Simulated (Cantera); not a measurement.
Feed: 1 mol SiC, 0.026 mol CO₂, 1.6 mol H₂, held at 2023 K and 47.0 Pa.

Equilibrium computed with Cantera from the NASA thermochemical tables; the gas is ideal and each condensed phase is pure. Gases not in the tables: Si₂H₆ and higher silanes. The numbers say what is thermodynamically allowed, not how fast it happens.

| species | before | after |
|---|---|---|
| H₂ | 0.874 | 1.000 |
| CO | 0.0288 | 9.62e-5 |
| CH₄ | 7.93e-8 | 6.04e-5 |
| H | 0.0819 | 4.99e-8 |
| Si | 0.0131 | <1e-9 |
| SiO | 0.000928 | 6.07e-9 |
| Si₂C | 0.000394 | <1e-9 |
| C₂H₂ (acetylene) | 0.000238 | <1e-9 |
| SiC₂ | 0.000183 | <1e-9 |
| SiH | 0.000170 | <1e-9 |
| Si₂ | 1.55e-5 | <1e-9 |
| SiH₂ | 1.14e-5 | <1e-9 |
| SiC(s), mol | 0.973 | 0.974 |
| C(graphite), mol | 0 | 0.0517 |
| SiO₂(β-quartz), mol | 0 | 0.0259 |
Gas species are given as mole fractions.

Question: Name the change that produced these shifts.
A. pressure from 47.0 Pa to 0.360 Pa
B. temperature from 2023 K to 973 K
C. temperature from 2023 K to 1698 K
D. CO₂ from 0.026 to 1.2 mol

Answer: B, temperature from 2023 K to 973 K
